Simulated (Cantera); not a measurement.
Charge: 1 mol B2O3, 1.1 mol Cl2, 4.4 mol N2, held at 3.80e-5 bar.

Equilibrium computed with Cantera from the NASA thermochemical tables; the gas is ideal and each condensed phase is pure. Candidate condensed phases: B, BN, B2O3; 25 gas species. The tables' values for BOCl are old estimates; treat these amounts as uncertain. The numbers say what is thermodynamically allowed, not how fast it happens.

x: gas mole fraction; n: condensed amount in mol.

```json
[
 {"T (K)": "775", "x N2": "0.800", "x Cl": "0.000372", "x Cl2": "0.200", "x B2O3": "<1e-12", "x BOCl": "6.77e-10", "n B2O3(l)": "1.000"},
 {"T (K)": "875", "x N2": "0.799", "x Cl": "0.00332", "x Cl2": "0.198", "x B2O3": "9.09e-11", "x BOCl": "8.53e-8", "n B2O3(l)": "1.000"},
 {"T (K)": "975", "x N2": "0.793", "x Cl": "[?]", "x Cl2": "0.189", "x B2O3": "[?]", "x BOCl": "3.81e-6", "n B2O3(l)": "1.000"},
 {"T (K)": "1075", "x N2": "0.772", "x Cl": "0.0710", "x Cl2": "0.157", "x B2O3": "2.46e-6", "x BOCl": "7.65e-5", "n B2O3(l)": "1.000"},
 {"T (K)": "1175", "x N2": "0.728", "x Cl": "0.178", "x Cl2": "0.0923", "x B2O3": "0.000105", "x BOCl": "0.000722", "n B2O3(l)": "0.997"},
 {"T (K)": "1275", "x N2": "0.685", "x Cl": "0.279", "x Cl2": "0.0302", "x B2O3": "0.00242", "x BOCl": "0.00328", "n B2O3(l)": "0.974"},
 {"T (K)": "1375", "x N2": "0.646", "x Cl": "0.301", "x Cl2": "0.00632", "x B2O3": "0.0346", "x BOCl": "0.00901", "n B2O3(l)": "0.732"},
 {"T (K)": "1475", "x N2": "0.581", "x Cl": "0.275", "x Cl2": "[?]", "x B2O3": "0.125", "x BOCl": "0.0128", "n B2O3(l)": "0"},
 {"T (K)": "1575", "x N2": "0.580", "x Cl": "0.277", "x Cl2": "0.000327", "x B2O3": "0.124", "x BOCl": "0.0122", "n B2O3(l)": "0"},
 {"T (K)": "1675", "x N2": "0.580", "x Cl": "0.278", "x Cl2": "0.000104", "x B2O3": "0.123", "x BOCl": "0.0120", "n B2O3(l)": "0"}
]
```

Complete the blanks.


- 975, x Cl: 0.0187
- 975, x B2O3: 2.58e-8
- 1475, x Cl2: 0.00119
